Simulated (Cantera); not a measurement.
Source: NASA polynomial tables (part measured, part estimated), evaluated in Cantera. Values are per mole of reaction as written; species without (g) are pure solids or liquids, kept so even where they would boil at 1 bar.

a) Zr + O2(g) = ZrO2(g)
b) 2 H2(g) + O2(g) = 2 H2O(g)
c) 1.2 Ti + O2(g) = 0.4 Ti3O5
d) 1.333 Ti + O2(g) = 0.6667 Ti2O3
e) Nb + O2(g) = NbO2

### Question
Order these by ΔG° at 2225 K, most negative first.

### Answer
d (-623 kJ), c (-606 kJ), e (-420 kJ), a (-328 kJ), b (-245 kJ)
